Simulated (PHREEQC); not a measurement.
**Metal-bearing waste water: an equilibrium model**

Solution (5 °C): 0.03 mol/kgw FeSO4, 0.00088 mol/kgw H3AsO4, 0.0023 mol/kgw H2SO4 and 0.0042 mol/kgw Na2SO4. Closed to the air; pH follows from the charge balance.

Model: ion-association model, wateq4f.dat, run in PHREEQC.

Each row changes one thing in this solution. Precipitation was switched off in this run.

| case | pH | ionic strength (mol/kgw) | SO4-2 (mol/kgw) | Na+ (mol/kgw) | HSO4- (mol/kgw) | H2AsO4- (mol/kgw) | SI of Mirabilite (Na2SO4:10H2O) |
|---|---|---|---|---|---|---|---|
| as made | 2.60 | 0.0970 | 0.0245 | 0.00807 | 0.00201 | 0.000668 | -4.30 |
| Na2SO4 from 0.0042 to 0.0084 mol/kgw | 2.61 | 0.107 | 0.0278 | 0.0161 | 0.00213 | 0.000676 | -3.67 |
| temperature from 5 to 70 °C | 2.88 | 0.0725 | 0.0177 | 0.00805 | 0.00343 | 0.000680 | ? |
| temperature from 5 to 50 °C | ? | 0.0787 | 0.0195 | 0.00805 | 0.00294 | 0.000660 | -6.48 |
| FeSO4 left out | 2.42 | 0.0180 | 0.00545 | 0.00828 | 0.000930 | 0.000571 | -4.64 |
| diluted 5-fold with water | 3.11 | 0.0230 | 0.00592 | 0.00166 | 0.000198 | 0.000159 | ? |
| temperature from 5 to 20 °C | 2.64 | 0.0903 | 0.0227 | 0.00806 | 0.00227 | 0.000657 | -5.10 |

Problem. Fill in the missing entries.

Solution. 
- temperature from 5 to 70 °C, SI of Mirabilite (Na2SO4:10H2O): -7.28
- temperature from 5 to 50 °C, pH: 2.76
- diluted 5-fold with water, SI of Mirabilite (Na2SO4:10H2O): -6.04

Constants without temperature data keep their 25 °C values here.
